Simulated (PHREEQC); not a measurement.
0.052 g of hydrous ferric oxide (600 m²/g; 0.2 weak and 0.005 strong sites per Fe, Dzombak-Morel constants, diffuse double layer) in 1 kg of water with 0.005 mol/kgw of an inert sodium salt and 2.5e-05 mol/kgw H3BO3 and 3.3e-07 mol/kgw Na2SeO4, at 25 °C; the pH is set by adding NaOH or the inert anion's acid. Oxygen alone is held at its pressure in air (log pO2 = -0.68). The system is closed to CO2. No solid was allowed to form.

Base run: PHREEQC, ion-association model, wateq4f.dat. Each further column changes one thing. The table gives surface charge σ (C/m²).

| pH | base | background salt from 0.005 to 0.0005 mol/kgw | oxide from 0.052 to 0.26 g/kgw | 3.2e-05 mol/kgw Na2HAsO4 added |
|---|---|---|---|---|
| 3 | 0.301 | ___ | 0.303 | ___ |
| 3.75 | 0.210 | 0.121 | 0.213 | 0.124 |
| 4.5 | 0.130 | 0.061 | 0.131 | ___ |
| 5.25 | 0.073 | 0.030 | 0.074 | 0.034 |
| 6 | 0.037 | ___ | 0.038 | 0.015 |
| 6.75 | 0.017 | 0.006 | 0.017 | 0.004 |
| 7.5 | 0.006 | 0.002 | 0.006 | -0.003 |
| 8.25 | -0.001 | 0.000 | -0.001 | -0.010 |
| 9 | -0.009 | -0.003 | -0.009 | -0.018 |

### Question
Some entries are withheld; supply them.

### Answer

- 3, background salt from 0.005 to 0.0005 mol/kgw: 0.237
- 3, 3.2e-05 mol/kgw Na2HAsO4 added: 0.183
- 4.5, 3.2e-05 mol/kgw Na2HAsO4 added: 0.070
- 6, background salt from 0.005 to 0.0005 mol/kgw: 0.014

The oxide is taken as insoluble; below pH 4 it would dissolve.
